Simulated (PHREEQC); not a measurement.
**Phosphoric acid bath**

Consider water at 25 °C with 0.0076 mol/kgw H3PO4, 6.9e-05 mol/kgw HCl and 0.22 mol/kgw ZnSO4. Closed to the air; pH follows from the charge balance.

Model: ion-association model, wateq4f.dat, run in PHREEQC.

```
Property                  Value
----------------  -------------
pH                         2.71
ionic strength    0.410 mol/kgw
total alkalinity   -7.67 meq/kg
```

```
species     molality  activity   log γ
----------  --------  --------  ------
Zn+2           0.103    0.0272  -0.577
ZnSO4         0.0814    0.0894   0.041
SO4-2         0.0631    0.0140  -0.653
Zn(SO4)2-2    0.0358    0.0102  -0.545
H2PO4-       0.00641   0.00451  -0.153
HSO4-        0.00394   0.00268  -0.168
H+           0.00254   0.00196  -0.113
H3PO4        0.00119   0.00130   0.041
Cl-          6.43e-5   4.23e-5  -0.182
ZnCl+        4.66e-6   3.10e-6  -0.177
HPO4-2       6.18e-7   1.43e-7  -0.637
ZnOH+        2.07e-8   1.51e-8  -0.136
```

Precipitation was switched off in this run. Complexes and solids missing from the database can't appear. H3PO4, which wateq4f.dat lacks, is added to it with the constant of phreeqc.dat. The database has no phosphate complexes of Zn.
